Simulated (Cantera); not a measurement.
Input (Python, Cantera) and output of one run.

```python
import numpy as np
import cantera as ct

gas_names = """
    B BCL BCL2 BCL3 BN B2 CL CL2 N N2
""".split()
cond_names = """
    B(b) B(L) BN(s)
""".split()


def load(file, names, dense=False):
    # The tables refer to 1 bar. Condensed volumes are neglected.
    table = {s.name: s for s in ct.Species.list_from_file(file)}
    out = []
    for n in names:
        d = dict(table[n].input_data)
        d["thermo"] = dict(d["thermo"], **{"reference-pressure": 1e5})
        if dense:
            d["equation-of-state"] = {"model": "constant-volume", "density": "1e6 g/cm^3"}
        out.append(ct.Species.from_dict(d))
    return out


gas = ct.Solution(thermo="ideal-gas", species=load("nasa_gas.yaml", gas_names))
cond = {s.name: ct.Solution(thermo="fixed-stoichiometry", species=[s], name=s.name)
        for s in load("nasa_condensed.yaml", cond_names, dense=True)}
atoms = {
    'BN': {'B': 1, 'N': 1},
    'Cl2': {'CL': 2},
}
top_T = {'BN(s)': 3200}  # K; cautious upper limits of use, not melting points


def equilibrate(T, P, feed):
    n = {}
    for name, mol in feed.items():
        for a, k in atoms[name].items():
            n[a] = n.get(a, 0.0) + k * mol
    gas.TPX = T, P, n
    mass = sum(n.values()) * gas.mean_molecular_weight
    gas.equilibrate("TP")
    valid = [c for c in cond.values() if c.min_temp <= T <= top_T.get(c.name, c.max_temp)]
    mix = ct.Mixture([(gas, mass / gas.mean_molecular_weight)] + [(c, 0.0) for c in valid])
    mix.T, mix.P = T, P
    mix.equilibrate("TP", solver="vcs", rtol=1e-11, max_steps=5000)
    return mix


results = []
feed = {'BN': 1, 'Cl2': 4.9}  # mol
T = 1850  # K
P = 42  # Pa
mix = equilibrate(T, P, feed)
results.append((T, P, feed, dict(zip(mix.species_names, mix.species_moles))))
print(gas.report(threshold=0.001))
for i in range(1, mix.n_phases):
    print(f"{mix.phase(i).name:16s} {mix.phase_moles(i):12.5e} mol")
```

It prints:

```
       temperature   1850 K
          pressure   42 Pa
           density   0.00012141 kg/m^3
  mean mol. weight   44.463 kg/kmol
   phase of matter   gas

                          1 kg             1 kmol
                     ---------------   ---------------
          enthalpy        2.2432e+06        9.9738e+07  J
   internal energy        1.8972e+06        8.4357e+07  J
           entropy            6845.8        3.0439e+05  J/K
    Gibbs function       -1.0422e+07       -4.6337e+08  J
 heat capacity c_p            659.37             29317  J/K
 heat capacity c_v            472.37             21003  J/K

                      mass frac. Y      mole frac. X     chem. pot. / RT
                     ---------------   ---------------   ---------------
               BCL         0.0021515         0.0020679           -34.549
              BCL2          0.011411         0.0062096           -57.164
              BCL3           0.29294           0.11117           -79.779
                CL           0.65302           0.81904           -22.615
               CL2         0.0028473         0.0017856           -45.229
                N2           0.03763          0.059725           -37.274
     [   +4 minor]        1.0553e-09        4.0018e-09

B(b)              0.00000e+00 mol
BN(s)             0.00000e+00 mol
```

Equilibrium computed with Cantera from the NASA thermochemical tables; the gas is ideal and each condensed phase is pure. The tables' values for BCl2, BCl are old estimates; treat these amounts as uncertain.
